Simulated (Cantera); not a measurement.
An adiabatic, constant-volume homogeneous reactor starts with 13.6 % CH4, 18.1 % O2, 68.3 % N2, equivalence ratio 1.5, at 1048 K and 13.0 bar.

Cantera simulation using GRI-Mech 3.0 (53 species, 325 reactions); the numbers are that mechanism's predictions, not measurements. The pressure lies above the range GRI-Mech 3.0 was tuned for (to about 10 atm).

Q: Predict: time of steepest temperature rise; temperature at 3.00 s; equilibrium temperature; x(O2) at 3.00 s; x(H) at 3.00 s; x(CO2) at 3.00 s; x(NO) at 3.00 s.

A: 
- time of steepest temperature rise: 32.5 ms
- temperature at 3.00 s: 2823 K
- equilibrium temperature: 2823 K
- x(O2) at 3.00 s: 8.12e-5 (gas-phase equilibrium 8.12e-5)
- x(H) at 3.00 s: 0.00391 (gas-phase equilibrium 0.00391)
- x(CO2) at 3.00 s: 0.0311 (gas-phase equilibrium 0.0311)
- x(NO) at 3.00 s: 0.000666 (gas-phase equilibrium 0.000666)
